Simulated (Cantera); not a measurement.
A closed system holds: 1 mol Si, a varied amount of O2, 7.2 mol H2, at 1400 °C and 3.80 bar.

Method: chemical equilibrium by Gibbs-energy minimisation in Cantera with the NASA 1993 tables (ideal gas, pure condensed phases). Candidate condensed phases: H2O, Si, SiO2; 18 gas species. Mutual solubility and eutectic melting of coexisting phases are not modelled. The tables hold silica as quartz up to 1696 K and as liquid above; real silica turns to tridymite and cristobalite and melts near 1996 K. Gases not in the tables: Si2H6 and higher silanes. Equilibrium is a limit: real reactors are often held back by kinetics, nucleation or transport.

Question: At 0.13 mol O2, list the 5 most abundant gas species with their mole fractions, and the condensed phases.

Answer: H2 0.998, SiO 0.00228, H 5.84e-5, H2O 1.73e-5, SiH2 1.10e-5. Condensed: Si(s) + SiO2(β-quartz).
